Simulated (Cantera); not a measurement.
Mixture: 6.72 % C3H8, 18.7 % O2, 74.6 % N2, equivalence ratio 1.8, at 2700 Torr, adiabatic and at constant pressure. Ignition delay is the time to a rise of 400 K.

Cantera simulation using GRI-Mech 3.0 (53 species, 325 reactions); the numbers are that mechanism's predictions, not measurements. GRI-Mech 3.0 was tuned for natural gas; its chemistry of propane as a main component is partial and can be far from experiment.

### Question
Predict: delay at 1025 K; delay at 1125 K; delay at 1225 K; delay at 1325 K; delay at 1425 K; apparent activation energy between 1375 and 1475 K.

### Answer
delay at 1025 K: 0.131 s
delay at 1125 K: 16.1 ms
delay at 1225 K: 2.17 ms
delay at 1325 K: 0.380 ms
delay at 1425 K: 93.1 µs
apparent activation energy between 1375 and 1475 K: 210 kJ/mol
